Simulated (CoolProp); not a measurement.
R236FA at 298.15 K and 0.123 MPa is throttled through a valve to 0.0652 MPa with no heat exchange. Each further row changes one setting.

Model: reference Helmholtz-energy equation of state, Pan 2012, in CoolProp.

```json
[
 {"case": "as stated", "temperature change (K)": "[?]", "final density (kg/m³)": "[?]"},
 {"case": "outlet pressure 0.0196 MPa", "temperature change (K)": "[?]", "final density (kg/m³)": "[?]"},
 {"case": "outlet pressure 0.0848 MPa", "temperature change (K)": "[?]", "final density (kg/m³)": "[?]"}
]
```

Problem. What belongs in the gaps?

Solution. 
- as stated, temperature change (K): -1.4
- as stated, final density (kg/m³): 4.10
- outlet pressure 0.0196 MPa, temperature change (K): -2.4
- outlet pressure 0.0196 MPa, final density (kg/m³): 1.22
- outlet pressure 0.0848 MPa, temperature change (K): -0.9
- outlet pressure 0.0848 MPa, final density (kg/m³): 5.36
